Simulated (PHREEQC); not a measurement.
Solution (25 °C): 5.4 mmol/kgw Na2CO3. Closed to the air; pH follows from the charge balance.

Equilibrium calculation in PHREEQC: Pitzer model, pitzer.dat.

Each row changes one thing in this solution. This is a speciation only: nothing precipitates in the calculation.

```json
[
 {"case": "as made", "pH": "10.88", "ionic strength (mol/kgw)": "0.0153", "CO3-2 (mol/kgw)": "0.00454", "HCO3- (mol/kgw)": "0.000860", "CO2 (mol/kgw)": "2.36e-8"},
 {"case": "Na2CO3 from 0.0054 to 0.00108 mol/kgw", "pH": "10.54", "ionic strength (mol/kgw)": "0.00287", "CO3-2 (mol/kgw)": "0.000710", "HCO3- (mol/kgw)": "0.000370", "CO2 (mol/kgw)": "2.27e-8"},
 {"case": "diluted 2-fold with water", "pH": "10.74", "ionic strength (mol/kgw)": "0.00749", "CO3-2 (mol/kgw)": "0.00209", "HCO3- (mol/kgw)": "0.000609", "CO2 (mol/kgw)": "2.31e-8"},
 {"case": "0.0005 mol/kgw H2SO4 added", "pH": "10.59", "ionic strength (mol/kgw)": "0.0152", "CO3-2 (mol/kgw)": "0.00396", "HCO3- (mol/kgw)": "0.00145", "CO2 (mol/kgw)": "7.66e-8"},
 {"case": "Na2CO3 replaced by K2CO3 at the same molality", "pH": "10.89", "ionic strength (mol/kgw)": "0.0153", "CO3-2 (mol/kgw)": "0.00451", "HCO3- (mol/kgw)": "0.000887", "CO2 (mol/kgw)": "2.21e-8"},
 {"case": "Na2CO3 from 0.0054 to 0.00594 mol/kgw", "pH": "10.89", "ionic strength (mol/kgw)": "0.0169", "CO3-2 (mol/kgw)": "0.00504", "HCO3- (mol/kgw)": "0.000900", "CO2 (mol/kgw)": "2.37e-8"},
 {"case": "Na2CO3 from 0.0054 to 0.0108 mol/kgw", "pH": "11.00", "ionic strength (mol/kgw)": "0.0312", "CO3-2 (mol/kgw)": "0.00961", "HCO3- (mol/kgw)": "0.00119", "CO2 (mol/kgw)": "2.41e-8"},
 {"case": "diluted 10-fold with water", "pH": "10.36", "ionic strength (mol/kgw)": "0.00138", "CO3-2 (mol/kgw)": "0.000296", "HCO3- (mol/kgw)": "0.000244", "CO2 (mol/kgw)": "2.25e-8"}
]
```
